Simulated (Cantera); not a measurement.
A perfectly stirred reactor is fed with 1.09 % C2H6, 98.9 % H2, at 1.00 atm; it is held at 1373 K, and followed from long to short residence time.

Detailed kinetics in Cantera: GRI-Mech 3.0 (53 species, 325 reactions). GRI-Mech 3.0 stops at C3 and has no aromatics, soot or wall deposition, so with more carbon than oxygen in the feed, carbon stays in small species such as C2H2 where larger ones or solid carbon would form.

Question: Predict: x(C2H6) at τ = 1.50 s; x(H2) at τ = 1.50 s; x(C2H4) at τ = 1.50 s; x(CH4) at τ = 1.50 s; x(H) at τ = 1.50 s; x(C2H6) at τ = 39.0 ms; x(H2) at τ = 39.0 ms; x(C2H4) at τ = 39.0 ms; x(CH4) at τ = 39.0 ms; x(H) at τ = 39.0 ms.

Answer: 
```
Item                      Result
----------------------  --------
x(C2H6) at τ = 1.50 s    4.63e-5
x(H2) at τ = 1.50 s        0.981
x(C2H4) at τ = 1.50 s    0.00153
x(CH4) at τ = 1.50 s      0.0159
x(H) at τ = 1.50 s       9.48e-6
x(C2H6) at τ = 39.0 ms  0.000304
x(H2) at τ = 39.0 ms       0.986
x(C2H4) at τ = 39.0 ms   0.00434
x(CH4) at τ = 39.0 ms    0.00719
x(H) at τ = 39.0 ms      2.87e-5
```
